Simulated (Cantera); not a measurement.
A perfectly stirred reactor is fed with 3.35 % CH₄, 1.64 % C₂H₆, 7.33 % O₂, 87.7 % N₂, equivalence ratio 1.7, at 500000 Pa; it is adiabatic with a 625 K inlet, and is followed from long to short residence time, starting on the burning branch (τ in s: 0.07, 0.033, 0.015, 0.0071, 0.0033, 0.0015, 0.00072, 0.00034, 0.00016, 7.3e-05).

Model: GRI-Mech 3.0 (53 species, 325 reactions), integrated in Cantera.

Question: Predict: blow-out, bracketed by the residence times tried; x(CH₄) at τ = 70.0 ms; x(C₂H₆) at τ = 70.0 ms; x(O₂) at τ = 70.0 ms; x(H₂O₂) at τ = 70.0 ms; x(CH₃) at τ = 70.0 ms; x(CH₄) at τ = 1.50 ms; x(C₂H₆) at τ = 1.50 ms; x(O₂) at τ = 1.50 ms.

Answer: 
| Property | Result |
|---|---|
| blow-out, bracketed by the residence times tried | burning at 15.0 ms, out at 7.10 ms |
| x(CH₄) at τ = 70.0 ms | 0.00933 |
| x(C₂H₆) at τ = 70.0 ms | 0.000416 |
| x(O₂) at τ = 70.0 ms | 0.00571 |
| x(H₂O₂) at τ = 70.0 ms | 2.59e-7 |
| x(CH₃) at τ = 70.0 ms | 2.29e-5 |
| x(CH₄) at τ = 1.50 ms | 0.0335 |
| x(C₂H₆) at τ = 1.50 ms | 0.0164 |
| x(O₂) at τ = 1.50 ms | 0.0733 |
